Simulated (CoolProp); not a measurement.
C3F8 (R218) at several states: Z from the reference equation and from simpler models built on Tc = 71.9 °C, pc = 2.640 MPa, ω = 0.317; each cubic takes its own stable root.

Model: reference Helmholtz-energy equation of state, Lemmon 2006, in CoolProp. It is a short technical equation, of lower accuracy than the large ones.

```csv
T (°C),p (MPa),phase,reference
32.45,1.5,liquid,0.08623
145.75,1.88,gas,0.8772
-14.65,0.226,gas,0.9127
```

**Question.** How far does each simpler model (van der Waals, Redlich-Kwong, Peng-Robinson) lie from the reference over these 3 states: mean and median of the absolute difference, and the worst?

**Answer.** 
- van der Waals: mean 234.6 %, median 3.8 %, worst +697.6 % at 32.45 °C and 1.5 MPa
- Redlich-Kwong: mean 7.8 %, median 2.4 %, worst +19.0 % at 32.45 °C and 1.5 MPa
- Peng-Robinson: mean 1.4 %, median 1.8 %, worst -1.8 % at 32.45 °C and 1.5 MPa

At some of these states van der Waals gives the other phase, because its saturation line lies elsewhere.
